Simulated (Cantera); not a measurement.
A closed system holds: 1 mol SiCl4, 3.5 mol O3, held at 0.000190 bar.

Cantera equilibrium calculation (NASA polynomials, part measured and part estimated; ideal gas, pure solids and liquids). Candidate condensed phases: Si, SiO2; 15 gas species. The tables hold silica as quartz up to 1696 K and as liquid above; real silica turns to tridymite and cristobalite and melts near 1996 K. Equilibrium is a limit: real reactors are often held back by kinetics, nucleation or transport.

### Question
At 1025 °C, list the 4 most abundant gas species with their mole fractions, and the condensed phases.

### Answer
O2 0.576, Cl 0.305, Cl2 0.119, ClO 0.000105. Condensed: SiO2(β-quartz).
